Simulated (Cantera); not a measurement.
An adiabatic, constant-volume homogeneous reactor starts with C₃H₈ : O₂ : N₂ = 1 : 10.2 : 38.4 (molar parts), at 1798 K and 0.960 bar. Integrator tolerance rtol = 1e-08.

Model: GRI-Mech 3.0 (53 species, 325 reactions), integrated in Cantera. GRI-Mech 3.0 was tuned for natural gas; its chemistry of propane as a main component is partial and can be far from experiment.

```csv
quantity,before,after
time of steepest temperature rise,11.9 µs,52.3 ms
temperature at 0.200 s,2726 K,2365 K
equilibrium temperature,2726 K,2365 K
x(C₃H₈) at 0.200 s,<1e-12 (gas-phase equilibrium <1e-12),<1e-12 (gas-phase equilibrium <1e-12)
x(O₂) at 0.200 s,0.0901 (gas-phase equilibrium 0.0901),0.0957 (gas-phase equilibrium 0.0957)
x(CO) at 0.200 s,0.0134 (gas-phase equilibrium 0.0134),0.00219 (gas-phase equilibrium 0.00219)
x(NO₂) at 0.200 s,1.21e-5 (gas-phase equilibrium 1.21e-5),1.19e-5 (gas-phase equilibrium 1.20e-5)
x(OH) at 0.200 s,0.0163 (gas-phase equilibrium 0.0163),0.00549 (gas-phase equilibrium 0.00549)
x(O) at 0.200 s,0.00989 (gas-phase equilibrium 0.00989),0.00153 (gas-phase equilibrium 0.00153)
x(H₂O₂) at 0.200 s,2.65e-7 (gas-phase equilibrium 2.65e-7),1.76e-7 (gas-phase equilibrium 1.76e-7)
```

### Question
What was changed between the two runs?
A) constant pressure in place of constant volume
B) N2 38.4 to 110 parts
C) initial temperature 1798 to 1098 K
D) O2 10.2 to 5.1 parts

### Answer
C, initial temperature 1798 to 1098 K
